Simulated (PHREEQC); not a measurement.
Synthetic water in mg/L, 20 °C, pH 6.27, pe 11.8: Na 0.917; K 2.53; Ca 0.273; Mg 0.865; Cl 1.02; S(6) as SO4 1.29; Alkalinity as HCO3 8.18; Pb 0.0824; Ba 0.0337.

Cl is adjusted to close the charge balance.
Valence states are taken as typed.

Equilibrium calculation in PHREEQC: ion-association model, wateq4f.dat.

Precipitation was switched off in this run.

Task: Order these Pb species by the share of Pb that they hold, largest first: PbHCO3+, Pb+2, PbCO3, PbOH+, PbSO4.

Result: Pb+2 (76 %), PbCO3 (13 %), PbHCO3+ (7.6 %), PbOH+ (2.6 %), PbSO4 (0.50 %)

The pH is 6.27 and the ionic strength 0.000247 mol/kgw. Species that the database lacks are ignored.
